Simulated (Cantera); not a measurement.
Input (Python, Cantera) and output of one run.

```python
import numpy as np
import cantera as ct

gas_names = """
    H HNO HNO2 HNO3 HO2 H2 H2O H2O2 N NH NH2 NH3 NH2OH NO NO2 NO3 N2 N2H2 N2H4 N2O O OH O2 O3 V VN VO
    VO2
""".split()
cond_names = """
    H2O(s) H2O(L) V(cr) V(L) VN(s) VO(s) VO(L) V2O3(s) V2O3(L) V2O4(I) V2O4(II) V2O4(L) V2O5(s) V2O5(L)
""".split()


def load(file, names, dense=False):
    # The tables refer to 1 bar. Condensed volumes are neglected.
    table = {s.name: s for s in ct.Species.list_from_file(file)}
    out = []
    for n in names:
        d = dict(table[n].input_data)
        d["thermo"] = dict(d["thermo"], **{"reference-pressure": 1e5})
        if dense:
            d["equation-of-state"] = {"model": "constant-volume", "density": "1e6 g/cm^3"}
        out.append(ct.Species.from_dict(d))
    return out


gas = ct.Solution(thermo="ideal-gas", species=load("nasa_gas.yaml", gas_names))
cond = {s.name: ct.Solution(thermo="fixed-stoichiometry", species=[s], name=s.name)
        for s in load("nasa_condensed.yaml", cond_names, dense=True)}
atoms = {
    'V2O3': {'V': 2, 'O': 3},
    'H2': {'H': 2},
    'N2': {'N': 2},
}
top_T = {'VN(s)': 2300}  # K; cautious upper limits of use, not melting points


def equilibrate(T, P, feed):
    n = {}
    for name, mol in feed.items():
        for a, k in atoms[name].items():
            n[a] = n.get(a, 0.0) + k * mol
    gas.TPX = T, P, n
    mass = sum(n.values()) * gas.mean_molecular_weight
    gas.equilibrate("TP")
    valid = [c for c in cond.values() if c.min_temp <= T <= top_T.get(c.name, c.max_temp)]
    mix = ct.Mixture([(gas, mass / gas.mean_molecular_weight)] + [(c, 0.0) for c in valid])
    mix.T, mix.P = T, P
    mix.equilibrate("TP", solver="vcs", rtol=1e-11, max_steps=5000)
    return mix


results = []
feed = {'V2O3': 1, 'H2': 520, 'N2': 19}  # mol
T = 923  # K
for P in [10, 100, 1000, 10000, 100000, 1000000]:
    mix = equilibrate(T, P, feed)
    results.append((T, P, feed, dict(zip(mix.species_names, mix.species_moles))))

top = {s: max(r[3][s] / sum(r[3][g] for g in gas_names) for r in results) for s in gas_names}
cols = sorted((s for s in top if top[s] > 1e-06), key=lambda s: -top[s])[:6]
seen = [c for c in cond_names if any(r[3].get(c, 0) > 1e-12 for r in results)]
print("log10 of partial pressures in bar; condensed amounts in mol")
print(f"{'P/Pa':>10s}" + "".join(f"{s[:9]:>10s}" for s in cols + seen))
for T, P, feed, n in results:
    ng = sum(n[g] for g in gas_names)
    print(f"{P:10.4g}" + "".join(f"{np.log10(max(n[s] / ng * P / 1e5, 1e-99)):10.3f}" for s in cols)
          + "".join(f"{n.get(c, 0):10.4g}" for c in seen))
```

Result:

```
log10 of partial pressures in bar; condensed amounts in mol
      P/Pa        H2        N2       H2O       NH3     VN(s)   V2O3(s)
        10    -4.016    -5.453    -7.995   -11.746   0.03639    0.9818
       100    -3.016    -4.454    -6.661    -9.746   0.07836    0.9608
      1000    -2.016    -3.455    -5.328    -7.747    0.1686    0.9157
     1e+04    -1.016    -2.457    -3.996    -5.748    0.3625    0.8188
     1e+05    -0.016    -1.463    -2.665    -3.751    0.7765    0.6118
     1e+06     0.983    -0.482    -1.339    -1.763      1.64    0.1799
```

These are equilibrium values from Cantera (NASA tables, ideal gas, pure condensed phases), not measurements of a reactor. VN: taken at fixed stoichiometry. Condensed phases not in the tables: the oxides between V2O3 and V2O5 other than VO2, V2N.
